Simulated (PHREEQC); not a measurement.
PHREEQC input (ion-association model, phreeqc.dat):

```
SOLUTION_SPECIES
  SO4-2 + 9 H+ + 8 e- = HS- + 4 H2O  # shut off: sulfate is not reduced
    -log_k -100
    -delta_h 0
    -analytic -100
SOLUTION 0
  temp 25
  units mmol/kgw
  pH 7 charge
  Cl 182.01
  Mn(2) 91
  S(6) 3
  Mg 3
SOLUTION 1-40
  temp 25
  units mmol/kgw
  pH 7 charge
  Cl 9.41
  Mg 4.7
END
EXCHANGE 1-40
  X 0.46
  -equilibrate 1
END
SELECTED_OUTPUT 1
  -reset false
  -pH true
  -pe true
  -ionic_strength true
  -water true
  -step true
  -totals Cl Mg Mn S Mn(2) Mn(3) S(-2) S(6)
  -molalities MnX2 MgX2
  -saturation_indices Pyrochroite
PRINT
  -reset false
TRANSPORT
  -cells 40
  -shifts 279
  -lengths 0.005
  -time_step 720
  -dispersivities 0.007
  -boundary_conditions flux flux
  -correct_disp true
  -punch_cells 40
  -punch_frequency 9
END
```

Selected output (columns that matter, 11 of 32 rows; pore volumes added in front):

```
pore volumes	pH	mu	Cl	Mg	Mn	S	m_MnX2	m_MgX2	si_Pyrochroite
0	5.0447	0.01411	0.00941	0.0047	0	0	0	0.23	-1000
0.6875	5.0673	0.039793	0.026096	0.013333	7.6023e-19	0.00029002	1.0376e-17	0.23	-23.503
1.3625	5.1146	0.25234	0.16555	0.085111	0.00037357	0.0027139	0.00069984	0.2293	-9.0035
2.0375	5.1166	0.27291	0.18167	0.082206	0.011617	0.0029941	0.020398	0.2096	-7.5219
2.7125	5.1161	0.26611	0.18201	0.061059	0.032939	0.0029999	0.062427	0.16757	-7.0664
3.6125	5.1156	0.25789	0.18201	0.036197	0.057803	0.003	0.12082	0.10918	-6.8184
4.2875	5.1154	0.25378	0.18201	0.023414	0.070586	0.003	0.15564	0.07436	-6.7297
4.9625	5.1153	0.2511	0.18201	0.014932	0.079068	0.003	0.18087	0.049133	-6.679
5.6375	5.1152	0.24944	0.18201	0.0096361	0.084364	0.003	0.19756	0.032436	-6.65
6.3125	5.1152	0.24848	0.18201	0.0065212	0.087479	0.003	0.20775	0.02225	-6.6337
6.9875	5.1152	0.24794	0.18201	0.0047908	0.089209	0.003	0.21353	0.016471	-6.6249
```
